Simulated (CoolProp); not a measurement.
Sulfur hexafluoride at 307.98 K and 20.7 MPa flows at 0.16 m/s in a round tube of 6 mm bore and 15 µm roughness, fully developed (64/Re and Nu = 3.66 if laminar; Colebrook and Gnielinski if turbulent). Each further row changes one setting.

Values from CoolProp's reference Helmholtz-energy equation of state, Guder 2009.

```tsv
case	Reynolds number	Darcy friction factor	pressure drop (Pa/m)	heat-transfer coefficient (W/(m² K))	mass flow (kg/h)
as stated	7720	0.0363	122	532	25.7
velocity 0.32 m/s	15400	0.0319	430	1030	51.5
diameter 12 mm	15400	0.0299	50.3	490	103
```

Viscosity comes from a separate model (Quiñones-Cisneros 2012). Thermal conductivity comes from a separate model (Assael 2012).
